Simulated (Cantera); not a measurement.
**Catalytic stagnation flow on Pt**

A jet of 2.55 % CH4, 9.87 % O2, 87.6 % N2 at 300 K and 0.118 atm hits a platinum plate 6.9 cm away at a mass flux of 0.029 kg/m²/s; the plate temperature is set and raised in steps from an oxygen-covered start.

Detailed kinetics in Cantera: Deutschmann's 1995 Pt surface mechanism with GRI-Mech 3.0 gas chemistry. Catalytic surfaces can have several steady states; this one follows from the mechanism file's or the stated starting coverage.

```json
[
 {"plate T (K)": "900", "wall x CH4": "0.0114", "wall x O2": "0.0686", "wall x H2O": "0.0264", "wall x OH": "2.90e-8", "wall x CO": "4.46e-6", "wall x CO2": "0.0173", "θ free Pt": "0.209", "θ O*": "0.789", "θ OH*": "0.00152"},
 {"plate T (K)": "950", "wall x CH4": "0.00753", "wall x O2": "0.0606", "wall x H2O": "0.0334", "wall x OH": "8.58e-8", "wall x CO": "4.11e-6", "wall x CO2": "0.0219", "θ free Pt": "0.282", "θ O*": "0.717", "θ OH*": "0.00154"},
 {"plate T (K)": "1000", "wall x CH4": "0.00517", "wall x O2": "0.0556", "wall x H2O": "0.0377", "wall x OH": "2.24e-7", "wall x CO": "3.84e-6", "wall x CO2": "0.0248", "θ free Pt": "0.355", "θ O*": "0.644", "θ OH*": "0.00145"},
 {"plate T (K)": "1050", "wall x CH4": "0.00373", "wall x O2": "0.0526", "wall x H2O": "0.0403", "wall x OH": "5.26e-7", "wall x CO": "3.71e-6", "wall x CO2": "0.0265", "θ free Pt": "0.426", "θ O*": "0.572", "θ OH*": "0.00131"},
 {"plate T (K)": "1100", "wall x CH4": "0.00283", "wall x O2": "0.0508", "wall x H2O": "0.0419", "wall x OH": "1.13e-6", "wall x CO": "3.72e-6", "wall x CO2": "0.0275", "θ free Pt": "0.495", "θ O*": "0.504", "θ OH*": "0.00116"},
 {"plate T (K)": "1150", "wall x CH4": "0.00224", "wall x O2": "0.0496", "wall x H2O": "0.0428", "wall x OH": "2.23e-6", "wall x CO": "3.88e-6", "wall x CO2": "0.0281", "θ free Pt": "0.560", "θ O*": "0.439", "θ OH*": "0.00101"}
]
```
x: mole fraction at the wall; θ: surface coverage.
